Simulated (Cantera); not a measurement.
What does this Cantera script print?

```python
import numpy as np
import cantera as ct

gas_names = """
    CL2 FeCL3 AL2CL6 LiCL
""".split()
cond_names = """
    Fe(a) Fe(c) Fe(d) Fe(L) AL(cr) AL(L) Li(cr) Li(L)
""".split()


# ... load() reads the species with a 1 bar reference pressure and builds the phases ...
species = {s.name: s for s in load("nasa_gas.yaml", gas_names) + load("nasa_condensed.yaml", cond_names)}
# Each term lists the table entries of one substance; the one whose range holds T is used.
reactions = {
    '0.6667 Fe + Cl2(g) = 0.6667 FeCl3(g)':
        [(-0.6666666666666666, ['Fe(a)', 'Fe(c)', 'Fe(d)', 'Fe(L)']), (-1, ['CL2']), (0.6666666666666666, ['FeCL3'])],
    '0.6667 Al + Cl2(g) = 0.3333 Al2Cl6(g)':
        [(-0.6666666666666666, ['AL(cr)', 'AL(L)']), (-1, ['CL2']), (0.3333333333333333, ['AL2CL6'])],
    '2 Li + Cl2(g) = 2 LiCl(g)':
        [(-2, ['Li(cr)', 'Li(L)']), (-1, ['CL2']), (2, ['LiCL'])],
}


def pick(names, T):
    return next(species[n] for n in names if species[n].thermo.min_temp <= T <= species[n].thermo.max_temp)


results = []
for label, terms in reactions.items():
    print(label)
    print("     T/K   dH/kJ  dS/(J/K)   dG/kJ   log10 K")
    for T in [773, 848, 923, 998, 1073, 1148, 1223]:
        used = [(nu, pick(names, T)) for nu, names in terms]
        dH = sum(nu * s.thermo.h(T) for nu, s in used) / 1e6
        dS = sum(nu * s.thermo.s(T) for nu, s in used) / 1e3
        dG = dH - T * dS / 1e3
        logK = -dG * 1e6 / (ct.gas_constant * T * np.log(10))
        results.append((label, T, dH, dS, dG, logK, [s.name for _, s in used]))
        print(f"{T:8g} {dH:8.1f} {dS:8.1f} {dG:8.1f} {logK:8.2f}")
```

Output:

```
0.6667 Fe + Cl2(g) = 0.6667 FeCl3(g)
     T/K   dH/kJ  dS/(J/K)   dG/kJ   log10 K
     773   -169.9    -13.7   -159.4    10.77
     848   -170.5    -14.3   -158.3     9.75
     923   -171.2    -15.2   -157.2     8.90
     998   -172.3    -16.3   -156.0     8.17
    1073   -174.4    -18.3   -154.7     7.53
    1148   -175.3    -19.1   -153.3     6.98
    1223   -176.4    -20.0   -151.8     6.49
0.6667 Al + Cl2(g) = 0.3333 Al2Cl6(g)
     T/K   dH/kJ  dS/(J/K)   dG/kJ   log10 K
     773   -430.4    -80.5   -368.2    24.88
     848   -430.3    -80.3   -362.1    22.31
     923   -430.2    -80.3   -356.1    20.15
     998   -437.3    -87.8   -349.6    18.30
    1073   -437.1    -87.7   -343.0    16.70
    1148   -437.0    -87.6   -336.5    15.31
    1223   -436.9    -87.5   -329.9    14.09
2 Li + Cl2(g) = 2 LiCl(g)
     T/K   dH/kJ  dS/(J/K)   dG/kJ   log10 K
     773   -407.9    110.6   -493.4    33.34
     848   -409.5    108.6   -501.6    30.90
     923   -411.0    106.9   -509.7    28.84
     998   -412.6    105.3   -517.7    27.09
    1073   -414.1    103.8   -525.5    25.58
    1148   -415.6    102.5   -533.2    24.26
    1223   -417.1    101.2   -540.9    23.10
```

Standard-state values (1 bar) from the NASA 1993 polynomials, evaluated with Cantera. Condensed species are held in their standard states even where they would react or evaporate.
